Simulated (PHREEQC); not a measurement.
Solution (25 °C): 0.0023 mol/kgw Al2(SO4)3 and 0.0002 mol/kgw NiCl2. Closed to the air; pH follows from the charge balance.

All values are PHREEQC results (ion-association model, wateq4f.dat), not measurements.

```tsv
quantity	before	after
pH	4.11	6.73
ionic strength (mol/kgw)	0.0139	0.000600
```

Question: Which change was made?
(A) Al2(SO4)3 left out
(B) NiCl2 from 0.0002 to 0.001 mol/kgw
(C) NiCl2 replaced by (CH3)4NCl at the same molality
(D) diluted 2-fold with water
(E) NiCl2 left out

Answer: A, Al2(SO4)3 left out

This is a speciation only: nothing precipitates in the calculation. Some of these states are supersaturated (in Basaluminite, Gibbsite (slow to form), for instance).
